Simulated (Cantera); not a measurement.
Feed: 1 mol c-C4F8, 0.064 mol F2, 0.24 mol H2, at 1300 K and 3.50e-5 bar.

Equilibrium computed with Cantera from the NASA thermochemical tables; the gas is ideal and each condensed phase is pure. Candidate condensed phases: C, C6H6, C7H8, C8H18; 95 gas species. The feed counts by its element totals alone. Gases not in the tables: C2F6 and larger saturated fluorocarbons. Equilibrium is a limit: real reactors are often held back by kinetics, nucleation or transport.

Base state: CF4 0.799, HF 0.201, CF2 0.000204, F 8.27e-5, CF3 2.09e-5 (mole fractions); condensed: C(graphite).

Question: What changes in the equilibrium state with this change: temperature from 1300 K to 2823 K?

Answer: 
```json
[
 {"species": "F", "before": "8.27e-5", "after": "0.740"},
 {"species": "C", "before": "<1e-9", "after": "0.0964"},
 {"species": "C3", "before": "<1e-9", "after": "0.0758"},
 {"species": "CF4", "before": "0.799", "after": "<1e-9"},
 {"species": "HF", "before": "0.201", "after": "0.0198"},
 {"species": "H", "before": "<1e-9", "after": "0.0264"},
 {"species": "C2", "before": "<1e-9", "after": "0.0186"},
 {"species": "CF", "before": "1.69e-9", "after": "0.0230"},
 {"species": "C5", "before": "<1e-9", "after": "0.000125"},
 {"species": "C4", "before": "<1e-9", "after": "5.98e-5"},
 {"species": "C2H", "before": "<1e-9", "after": "1.98e-5"},
 {"species": "CF3", "before": "2.09e-5", "after": "1.13e-9"},
 {"species": "C(graphite), mol", "before": "2.09", "after": "0"}
]
```
